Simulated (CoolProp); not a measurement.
R1336mzz(Z) along the isobar 1.97 MPa: fugacity coefficient from the reference equation and from simpler models built on Tc = 171.3 °C, pc = 2.904 MPa, ω = 0.386; each cubic takes its own stable root.

Model: reference Helmholtz-energy equation of state, McLinden 2020, in CoolProp.

```
T (°C)   phase  reference  van der Waals  Redlich-Kwong  Peng-Robinson
------  ------  ---------  -------------  -------------  -------------
-32.35  liquid   0.002230        0.07819        0.01066       0.002360
-11.35  liquid   0.007690         0.1247        0.02731       0.007938
9.65    liquid    0.02108         0.1848        0.05834        0.02149
30.65   liquid    0.04839         0.2583         0.1085        0.04905
51.55   liquid    0.09622         0.3437         0.1806        0.09737
72.55   liquid     0.1715         0.4401         0.2765         0.1735
93.55   liquid     0.2785         0.5448         0.3943         0.2819
114.55  liquid     0.4185         0.6547         0.5300         0.4229
135.55  liquid     0.5883         0.7504         0.6762         0.5913
156.55     gas     0.7328         0.7811         0.7518         0.7265
177.45     gas     0.7780         0.8062         0.7850         0.7682
198.45     gas     0.8132         0.8274         0.8125         0.8023
219.45     gas     0.8417         0.8455         0.8354         0.8306
```

At some of these states van der Waals gives the other phase, because its saturation line lies elsewhere.
